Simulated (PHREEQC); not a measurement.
Make-up at 25 °C: 0.00042 mol/kgw CuSO4 and 0.001 mol/kgw H2SO4. Closed to the air; pH follows from the charge balance.

Computed with PHREEQC (ion-association model, phreeqc.dat).

### Question
The ionic strength comes out as 0.00414 mol/kgw. What activity coefficients do HSO4-, Cu+2, H+, SO4-2 get?

### Answer
HSO4- 0.93, Cu+2 0.76, H+ 0.94, SO4-2 0.76.

This is a speciation only: nothing precipitates in the calculation.
